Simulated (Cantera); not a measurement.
Cantera run:

```python
import numpy as np
import cantera as ct

gas_names = """
    C CO CO2 C2 C2O C3 C3O2 C4 C5 Fe FeC5O5 FeO O O2 O3
""".split()
cond_names = """
    C(gr) Fe(a) Fe(c) Fe(d) Fe(L) FeC5O5(L) FeO(s) FeO(L) Fe2O3(s) Fe3O4(s)
""".split()


# ... load() reads the species with a 1 bar reference pressure and builds the phases ...
atoms = {
    'Fe': {'Fe': 1},
    'O2': {'O': 2},
    'CO': {'C': 1, 'O': 1},
}
top_T = {'C(gr)': 4500, 'Fe2O3(s)': 1830, 'Fe3O4(s)': 1870}  # K; cautious upper limits of use, not melting points


# ... equilibrate(T, P, feed) seeds the gas with the atoms and calls Mixture.equilibrate('TP', solver="vcs", rtol=1e-11, max_steps=5000) ...
results = []
feed = {'Fe': 1, 'O2': 0.59, 'CO': 45}  # mol
P = 1300000  # Pa
for T in [950, 1000, 1050, 1100, 1150, 1200, 1250, 1300, 1350, 1400]:
    mix = equilibrate(T, P, feed)
    results.append((T, P, feed, dict(zip(mix.species_names, mix.species_moles))))

top = {s: max(r[3][s] / sum(r[3][g] for g in gas_names) for r in results) for s in gas_names}
cols = sorted((s for s in top if top[s] > 1e-06), key=lambda s: -top[s])[:5]
seen = [c for c in cond_names if any(r[3].get(c, 0) > 1e-12 for r in results)]
print("log10 of partial pressures in bar; condensed amounts in mol")
print(f"{'T/K':>10s}" + "".join(f"{s[:9]:>10s}" for s in cols + seen))
for T, P, feed, n in results:
    ng = sum(n[g] for g in gas_names)
    print(f"{T:10.4g}" + "".join(f"{np.log10(max(n[s] / ng * P / 1e5, 1e-99)):10.3f}" for s in cols)
          + "".join(f"{n.get(c, 0):10.4g}" for c in seen))
```

Result:

```
log10 of partial pressures in bar; condensed amounts in mol
       T/K        CO       CO2     C(gr)     Fe(c)    FeO(s)
       950     0.399     1.021        20         0         1
      1000     0.601     0.955     18.32         0         1
      1050     0.764     0.857     15.92         0         1
      1100     0.888     0.722     12.86         0         1
      1150     0.976     0.548     9.478         0         1
      1200     1.033     0.343     6.367         0         1
      1250     1.068     0.119      3.06         1         0
      1300     1.087    -0.112     1.412         1         0
      1350     1.098    -0.339    0.3937         1         0
      1400     1.102    -0.467         0         1         0
```

Cantera equilibrium calculation (NASA polynomials, part measured and part estimated; ideal gas, pure solids and liquids). The tables' stoichiometric FeO is somewhat more stable than real wüstite, so its field is too wide. FeO: taken at fixed stoichiometry. Condensed phases not in the tables: cementite and carbon dissolved in iron.
